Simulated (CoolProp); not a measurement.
Vapour-liquid equilibrium of n-hexane (1) + o-xylene (2) at 193.35 °C; x and y are mole fractions of (1).

Computed with CoolProp (multi-fluid Helmholtz-energy mixture model, Thol 2019 and Zhou 2012; pair parameters Bell 2016).

| x | bubble pressure (MPa) | y at the bubble point | dew pressure at overall composition x (MPa) | liquid density (mol/L) |
|---|---|---|---|---|
| 0.05 | 0.3831 | 0.196 | 0.3317 | 6.721 |
| 0.15 | 0.5129 | 0.437 | 0.3654 | 6.612 |
| 0.25 | 0.6396 | 0.582 | 0.4064 | 6.496 |
| 0.35 | 0.7637 | 0.679 | 0.4574 | 6.372 |
| 0.45 | 0.8863 | 0.752 | 0.5222 | 6.239 |
| 0.55 | 1.009 | 0.809 | 0.6071 | 6.094 |
| 0.65 | 1.133 | 0.857 | 0.7222 | 5.937 |
| 0.75 | 1.262 | 0.900 | 0.8834 | 5.763 |
| 0.85 | 1.397 | 0.940 | 1.114 | 5.568 |
| 0.95 | 1.544 | 0.980 | 1.434 | 5.343 |

No azeotrope shows between x = 0.05 and 0.95.

The pair parameters rest on a limited set of measurements; away from them the model extrapolates.
